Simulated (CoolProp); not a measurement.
Vapour-liquid equilibrium of CHF3 (R23) (1) + R11 (2) at -36.05 °C; x and y are mole fractions of (1).

Values from CoolProp's multi-fluid Helmholtz-energy mixture model, Penoncello 2003 and Jacobsen 1992; pair parameters Bell 2016.

```
x      bubble pressure, mixture model (MPa)  bubble pressure, Raoult's law (MPa)  y, mixture model  y, Raoult's law
-----  ------------------------------------  -----------------------------------  ----------------  ---------------
0.05                                 0.1368                              0.04694             0.952            0.869
0.125                                0.3096                               0.1076             0.979            0.947
0.2                                  0.4466                               0.1684             0.985            0.969
0.275                                0.5452                               0.2291             0.988            0.980
0.35                                 0.6087                               0.2898             0.989            0.985
0.425                                0.6447                               0.3505             0.990            0.989
0.5                                  0.6624                               0.4112             0.990            0.992
0.575                                0.6703                               0.4719             0.990            0.994
0.65                                 0.6757                               0.5326             0.991            0.996
0.725                                0.6846                               0.5933             0.991            0.997
0.8                                  0.7014                               0.6540             0.992            0.998
0.875                                0.7302                               0.7147             0.993            0.999
0.95                                 0.7750                               0.7754             0.996            1.000
```

The largest gap from Raoult's law is +191.4 % in bubble pressure, at x = 0.05. No azeotrope shows between x = 0.05 and 0.95.

Pair parameters are fitted to limited data, so mixtures are less certain than the pure fluids. With so large a gap from Raoult's law the liquid may split in two, which this calculation doesn't test in full.
